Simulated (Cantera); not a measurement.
Input (Python, Cantera):

```python
import numpy as np
import cantera as ct

gas = ct.Solution("gri30.yaml")


def delay(T, t_max=10):
    gas.TPX = T, 101325, {'H2': 1, 'O2': 0.893, 'N2': 3.36, 'NO': 0.006}
    reactor = ct.IdealGasReactor(gas, clone=False)
    net = ct.ReactorNet([reactor])
    net.rtol, net.atol = 1e-8, 1e-16
    while net.time < t_max:
        t_old, T_old = net.time, reactor.T
        net.step()
        if reactor.T > T + 400:  # ignition: a rise of 400 K
            return t_old + (T + 400 - T_old) / (reactor.T - T_old) * (net.time - t_old)
    return np.nan


taus = []
for T in [975, 1075, 1175, 1275, 1375, 1475]:
    taus.append(delay(T))
    print(f"T0 = {T:6g} K   tau = {taus[-1]:.4e} s")
```

It prints:

```
T0 =    975 K   tau = 2.8740e-04 s
T0 =   1075 K   tau = 1.0228e-04 s
T0 =   1175 K   tau = 5.2511e-05 s
T0 =   1275 K   tau = 3.2882e-05 s
T0 =   1375 K   tau = 2.3571e-05 s
T0 =   1475 K   tau = 1.8918e-05 s
```

Cantera simulation using GRI-Mech 3.0 (53 species, 325 reactions); the numbers are that mechanism's predictions, not measurements. The mechanism lacks 2 NO + O2 → 2 NO2 and HONO, so NO2 and the effect of NO are under-described below about 1400 K. Where the delays flatten at high temperature, the 400 K rule measures the pace of heat release, not the induction time.
